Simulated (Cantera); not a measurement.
# Premixed flame

A freely propagating, adiabatic, planar premixed flame of C2H4 : O2 : N2 : CO2 = 1 : 3.12 : 11.8 : 0.37 (molar parts), unburnt at 500 K and 2.10 bar; mixture-averaged transport, grid criteria slope 0.08 and curve 0.16, no radiation.

Computed with Cantera and GRI-Mech 3.0 (53 species, 325 reactions). GRI-Mech 3.0 was tuned for natural gas; its chemistry of ethylene as a main component is partial and can be far from experiment. Burning velocities carry a grid error of a few per cent, more on coarse grids.

| z (mm) | T (K) | u (m/s) | x C2H4 | x O2 | x CO2 | x HCO | x H2O | x O |
|---|---|---|---|---|---|---|---|---|
| -0.397 | 500 | 1.46 | 0.0614 | 0.191 | 0.0227 | <1e-8 | 7.18e-6 | <1e-8 |
| -0.265 | 500 | 1.47 | 0.0613 | 0.191 | 0.0227 | <1e-8 | 5.24e-5 | <1e-8 |
| -0.199 | 502 | 1.47 | 0.0613 | 0.191 | 0.0227 | <1e-8 | 0.000270 | <1e-8 |
| -0.132 | 517 | 1.52 | 0.0608 | 0.190 | 0.0227 | <1e-8 | 0.00188 | <1e-8 |
| -0.0662 | 752 | 2.24 | 0.0529 | 0.170 | 0.0239 | 1.53e-6 | 0.0205 | 3.65e-6 |
| -0.0331 | 1173 | 3.55 | 0.0331 | 0.133 | 0.0292 | 4.31e-5 | 0.0494 | 0.000105 |
| 0 | 1601 | 4.92 | 0.00987 | 0.0882 | 0.0396 | 0.000110 | 0.0790 | 0.000876 |
| 0.0331 | 1832 | 5.66 | 0.00100 | 0.0588 | 0.0526 | 5.23e-5 | 0.0953 | 0.00302 |
| 0.0662 | 1912 | 5.90 | 3.95e-5 | 0.0451 | 0.0649 | 7.51e-6 | 0.101 | 0.00536 |
| 0.132 | 1984 | 6.08 | 3.15e-8 | 0.0356 | 0.0819 | 2.31e-7 | 0.101 | 0.00645 |
| 0.265 | 2073 | 6.30 | <1e-8 | 0.0301 | 0.0950 | 1.21e-7 | 0.102 | 0.00565 |
| 0.530 | 2171 | 6.55 | <1e-8 | 0.0261 | 0.103 | 6.37e-8 | 0.106 | 0.00408 |
| 1.06 | 2265 | 6.79 | <1e-8 | 0.0224 | 0.110 | 2.87e-8 | 0.110 | 0.00262 |
x: mole fraction of selected species; z is measured from the peak of heat release.

| Property | Result |
|---|---|
| laminar burning velocity | 146 cm/s |
| thermal thickness | 0.132 mm |
| peak x(HCO) | 0.000111 |
| peak x(O) | 0.00645 |
| grid points | 145 |
